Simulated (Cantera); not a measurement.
Charge: 1 mol Si, 0.15 mol NH3, 59 mol N2, 0.84 mol CO2, equilibrated at 802 °C.

Method: chemical equilibrium by Gibbs-energy minimisation in Cantera with the NASA 1993 tables (ideal gas, pure condensed phases). Candidate condensed phases: C, C6H6, C7H8, C8H18, H2O, Si, SiC, SiO2, Si2N2O, Si3N4; 151 gas species. Mutual solubility and eutectic melting of coexisting phases are not modelled. Equilibrium is a limit: real reactors are often held back by kinetics, nucleation or transport.

### Question
Which condensed phases are stable at each of these points (P (Pa)): 10, 82, 670, 5500, 45000, 370000, 3000000?

### Answer
```
P (Pa)                           condensed phases  Si condensed (%)
-------  ----------------------------------------  ----------------
10                     SiO2(β-quartz) + Si2N2O(s)             100.0
82                     SiO2(β-quartz) + Si2N2O(s)             100.0
670                    SiO2(β-quartz) + Si2N2O(s)             100.0
5500     C(graphite) + SiO2(β-quartz) + Si2N2O(s)             100.0
45000    C(graphite) + SiO2(β-quartz) + Si2N2O(s)             100.0
370000   C(graphite) + SiO2(β-quartz) + Si2N2O(s)             100.0
3000000  C(graphite) + SiO2(β-quartz) + Si2N2O(s)             100.0
```

From 10.0 Pa to 670 Pa the condensed part is SiO2(β-quartz) + Si2N2O(s). From 5500 Pa to 3000000 Pa the condensed part is C(graphite) + SiO2(β-quartz) + Si2N2O(s).
